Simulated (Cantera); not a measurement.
A perfectly stirred reactor is fed with C2H6 : N2 = 1 : 170 (molar parts), at 30.0 Torr; it is held at 1650 K, and followed from long to short residence time.

Detailed kinetics in Cantera: GRI-Mech 3.0 (53 species, 325 reactions). GRI-Mech 3.0 stops at C3 and has no aromatics, soot or wall deposition, so with more carbon than oxygen in the feed, carbon stays in small species such as C2H2 where larger ones or solid carbon would form. Radical loss at walls, strong at low pressure, is not modelled.

Predict: x(C2H6) at τ = 7.20 s; x(H) at τ = 7.20 s; x(CH4) at τ = 7.20 s; x(C2H4) at τ = 7.20 s; x(H2) at τ = 7.20 s; x(C2H6) at τ = 81.0 ms; x(H) at τ = 81.0 ms; x(CH4) at τ = 81.0 ms; x(C2H4) at τ = 81.0 ms; x(H2) at τ = 81.0 ms.


```json
{
 "x(C2H6) at τ = 7.20 s": "6.83e-7",
 "x(H) at τ = 7.20 s": "0.000110",
 "x(CH4) at τ = 7.20 s": "0.000200",
 "x(C2H4) at τ = 7.20 s": "5.08e-6",
 "x(H2) at τ = 7.20 s": "0.0112",
 "x(C2H6) at τ = 81.0 ms": "4.27e-5",
 "x(H) at τ = 81.0 ms": "0.000217",
 "x(CH4) at τ = 81.0 ms": "0.000660",
 "x(C2H4) at τ = 81.0 ms": "0.000206",
 "x(H2) at τ = 81.0 ms": "0.00987"
}
```
